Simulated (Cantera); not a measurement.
A closed system holds: 1 mol C3H8, 0.041 mol O2, at 2498.15 K and 1.40 mbar.

Equilibrium computed with Cantera from the NASA thermochemical tables; the gas is ideal and each condensed phase is pure. Candidate condensed phases: C, C6H6, C7H8, C8H18, H2O; 110 gas species. Kinetics and transport are ignored.

Base state: H2 0.505, H 0.474, CO 0.0153, C2H2 (acetylene) 0.00542, C2H 0.000364, C3 0.000345, C 0.000116, C2 3.18e-5 (mole fractions); condensed: C(graphite).

Task: What changes in the equilibrium state with this change: C3H8 replaced by C2H5OH?

Result: 
```csv
species,before,after
H,0.474,0.409
H2,0.505,0.376
CO,0.0153,0.211
C4H2,2.40e-5,1.79e-5
C2H2 (acetylene),0.00542,0.00403
C2H,0.000364,0.000314
C2,3.18e-5,3.18e-5
"C(graphite), mol",2.85,0.867
```

Task: What changes in the equilibrium state with this change: 0.071 mol NH3 added?

Result: 
```json
[
 {"species": "H2", "before": "0.505", "after": "0.500"},
 {"species": "H", "before": "0.474", "after": "0.471"},
 {"species": "CO", "before": "0.0153", "after": "0.0148"},
 {"species": "N2", "before": "0", "after": "0.00447"},
 {"species": "HCN", "before": "0", "after": "0.00333"},
 {"species": "HNC", "before": "0", "after": "0.000389"},
 {"species": "CN", "before": "0", "after": "0.000181"},
 {"species": "C(graphite), mol", "before": "2.85", "after": "2.83"}
]
```
